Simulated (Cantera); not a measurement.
# Premixed flame

A freely propagating, adiabatic, planar premixed flame of H₂ : O₂ : N₂ = 1 : 0.294 : 1.29 (molar parts), equivalence ratio 1.7, unburnt at 575 K and 13000 Pa; multicomponent transport, grid criteria slope 0.08 and curve 0.16, no radiation.

Cantera simulation using the H2/O2 subset of GRI-Mech 3.0, which has no nitrogen chemistry; the numbers are that mechanism's predictions, not measurements. Burning velocities carry a grid error of a few per cent, more on coarse grids.

| z (mm) | T (K) | u (m/s) | x H₂ | x O₂ | x OH | x H₂O₂ | x HO₂ | x H |
|---|---|---|---|---|---|---|---|---|
| -19.3 | 575 | 5.63 | 0.387 | 0.114 | <1e-8 | <1e-8 | <1e-8 | <1e-8 |
| -12.9 | 575 | 5.63 | 0.387 | 0.114 | <1e-8 | <1e-8 | <1e-8 | <1e-8 |
| -9.67 | 575 | 5.63 | 0.387 | 0.114 | <1e-8 | <1e-8 | <1e-8 | <1e-8 |
| -6.45 | 575 | 5.63 | 0.387 | 0.114 | <1e-8 | <1e-8 | 6.37e-7 | 3.92e-7 |
| -3.22 | 587 | 5.74 | 0.385 | 0.113 | 3.26e-5 | 5.53e-7 | 4.36e-5 | 0.000532 |
| -1.61 | 719 | 6.99 | 0.364 | 0.109 | 0.000250 | 4.67e-7 | 2.73e-5 | 0.0115 |
| 0 | 1089 | 10.3 | 0.224 | 0.0613 | 0.00204 | 2.77e-7 | 1.01e-5 | 0.0804 |
| 1.61 | 1331 | 12.4 | 0.125 | 0.00874 | 0.00392 | 2.47e-7 | 1.39e-6 | 0.120 |
| 3.22 | 1424 | 13.2 | 0.121 | 0.00388 | 0.00468 | 2.26e-7 | 5.60e-7 | 0.115 |
| 6.45 | 1533 | 14.1 | 0.129 | 0.00308 | 0.00565 | 1.90e-7 | 3.93e-7 | 0.101 |
| 12.9 | 1658 | 15.1 | 0.138 | 0.00246 | 0.00651 | 1.27e-7 | 2.80e-7 | 0.0845 |
| 25.8 | 1789 | 16.2 | 0.146 | 0.00176 | 0.00693 | 7.07e-8 | 1.88e-7 | 0.0672 |
| 51.6 | 1915 | 17.1 | 0.154 | 0.00112 | 0.00667 | 3.66e-8 | 1.20e-7 | 0.0508 |
x: mole fraction of selected species; z is measured from the peak of heat release.

```yaml
laminar_burning_velocity: 563 cm/s
thermal_thickness: 6.45 mm
peak x(OH): 0.00693
peak x(H₂O₂): 7.49e-7
peak x(HO₂): 4.38e-5
peak x(H): 0.121
```
